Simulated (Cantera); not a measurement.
NO annealing gas

A perfectly stirred reactor is fed with 10.0 % NO, 90.0 % N₂, at 760 Torr; it is held at 2023 K, and followed from long to short residence time.

Computed with Cantera and GRI-Mech 3.0 (53 species, 325 reactions).

| τ (s) | x NO | x O | x N₂O | x O₂ | x NO₂ | x N₂ |
|---|---|---|---|---|---|---|
| 25 | 0.0108 | 0.000168 | 3.02e-7 | 0.0445 | 8.29e-6 | 0.945 |
| 11 | 0.0173 | 0.000162 | 3.78e-7 | 0.0413 | 1.28e-5 | 0.941 |
| 4.5 | 0.0302 | 0.000150 | 6.46e-7 | 0.0348 | 2.06e-5 | 0.935 |
| 1.9 | 0.0492 | 0.000129 | 1.33e-6 | 0.0253 | 2.89e-5 | 0.925 |
| 0.78 | 0.0709 | 0.000101 | 2.54e-6 | 0.0145 | 3.22e-5 | 0.915 |
| 0.33 | 0.0862 | 7.38e-5 | 3.68e-6 | 0.00685 | 2.85e-5 | 0.907 |
| 0.14 | 0.0941 | 5.49e-5 | 4.36e-6 | 0.00289 | 2.30e-5 | 0.903 |
| 0.057 | 0.0977 | 4.36e-5 | 4.68e-6 | 0.00113 | 1.88e-5 | 0.901 |
| 0.024 | 0.0990 | 3.77e-5 | 4.77e-6 | 0.000448 | 1.64e-5 | 0.900 |
| 0.010 | 0.0996 | 3.35e-5 | 4.73e-6 | 0.000167 | 1.46e-5 | 0.900 |
x: mole fraction; the columns are a selection and need not sum to one.
